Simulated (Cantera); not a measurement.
A perfectly stirred reactor is fed with 0.990 % H2, 99.0 % O2, at 13.5 Torr; it is held at 1423 K, and followed from long to short residence time.

Computed with Cantera and the H2/O2 subset of GRI-Mech 3.0, which has no nitrogen chemistry. Radical loss at walls, strong at low pressure, is not modelled.

x: mole fraction; the columns are a selection and need not sum to one.

```tsv
τ (s)	x H2	x O2	x H	x H2O2	x OH	x O
14	4.86e-6	0.989	4.66e-6	3.24e-9	0.000367	0.000572
4.3	[?]	0.989	[?]	[?]	[?]	[?]
1.3	1.93e-5	0.987	3.92e-5	7.10e-9	0.000743	0.00237
0.40	[?]	0.985	[?]	[?]	[?]	[?]
0.12	7.04e-5	0.983	0.000168	1.10e-8	0.00121	0.00619
0.038	0.000147	0.982	0.000236	1.27e-8	0.00140	0.00747
0.012	0.000359	0.981	0.000292	1.51e-8	0.00161	0.00782
0.0035	0.00103	0.982	0.000350	2.00e-8	0.00197	0.00719
0.0011	0.00277	0.983	0.000355	2.41e-8	0.00225	0.00543
0.00033	0.00741	0.988	0.000140	1.08e-8	0.00119	0.00168
```

### Question
Fill in the missing entries.

### Answer

- 4.3, x H2: 9.79e-6
- 4.3, x H: 1.40e-5
- 4.3, x H2O2: 4.98e-9
- 4.3, x OH: 0.000529
- 4.3, x O: 0.00120
- 0.40, x H2: 3.66e-5
- 0.40, x H: 9.15e-5
- 0.40, x H2O2: 9.22e-9
- 0.40, x OH: 0.000985
- 0.40, x O: 0.00417
